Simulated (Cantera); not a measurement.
A closed system holds: 1 mol Ti, 8.7 mol H2O, equilibrated at 10.0 mbar.

Method: chemical equilibrium by Gibbs-energy minimisation in Cantera with the NASA 1993 tables (ideal gas, pure condensed phases). Candidate condensed phases: H2O, Ti, TiO, TiO2, Ti2O3, Ti3O5, Ti4O7; 12 gas species. Kinetics and transport are ignored.

Which condensed phases are stable at each of these points (T (K)): 1000, 1150, 1300, 1450, 1600, 1750, 1900, 2050, 2200?


| T (K) | condensed phases | Ti condensed (%) |
|---|---|---|
| 1000 | TiO2(rutile) | 100.0 |
| 1150 | TiO2(rutile) | 100.0 |
| 1300 | TiO2(rutile) | 100.0 |
| 1450 | TiO2(rutile) | 100.0 |
| 1600 | TiO2(rutile) | 100.0 |
| 1750 | TiO2(rutile) | 100.0 |
| 1900 | TiO2(rutile) | 100.0 |
| 2050 | TiO2(rutile) | 100.0 |
| 2200 | TiO2(l) | 99.5 |

From 1000 K to 2050 K the condensed part is TiO2(rutile). At 2200 K the condensed part is TiO2(l).
